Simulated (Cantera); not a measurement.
Charge: 1 mol PbO, 1.1 mol CO, 8.4 mol H2, at 0.100 bar.

Cantera equilibrium calculation (NASA polynomials, part measured and part estimated; ideal gas, pure solids and liquids). Candidate condensed phases: C, C6H6, C7H8, C8H18, H2O, Pb, PbO, PbO2, Pb3O4; 113 gas species. Rates play no part.

x: gas mole fraction; nothing condenses.

```csv
T (°C),x H2,x CO,x Pb,x H2O,x H,x CO2,x OH
1575,0.707,0.101,0.0951,0.0918,0.00141,0.00329,1.35e-5
1625,0.706,0.102,0.0951,0.0919,0.00208,0.00315,2.21e-5
1675,0.705,0.102,0.0950,0.0920,0.00300,0.00302,3.54e-5
1725,0.704,0.102,0.0950,0.0920,0.00426,0.00290,5.54e-5
1775,0.703,0.102,0.0949,0.0920,0.00594,0.00280,8.46e-5
1825,0.701,0.102,0.0948,0.0919,?,0.00270,?
1875,0.698,0.102,0.0946,0.0918,0.0110,0.00262,0.000186
1925,0.695,0.101,0.0944,0.0916,0.0147,0.00254,0.000269
1975,0.691,0.101,0.0942,0.0913,0.0193,0.00246,0.000382
2025,0.686,0.101,0.0939,0.0909,?,0.00239,?
2075,0.680,0.101,0.0935,0.0904,0.0322,0.00233,0.000736
2125,0.673,0.100,0.0930,0.0897,0.0409,0.00227,0.001000
2175,0.664,0.0998,0.0925,0.0889,0.0513,0.00221,0.00134
2225,0.653,0.0992,0.0919,0.0878,0.0637,0.00215,0.00177
```

### Question
Some entries are withheld; supply them.

### Answer

- 1825, x H: 0.00815
- 1825, x OH: 0.000127
- 2025, x H: 0.0251
- 2025, x OH: 0.000534
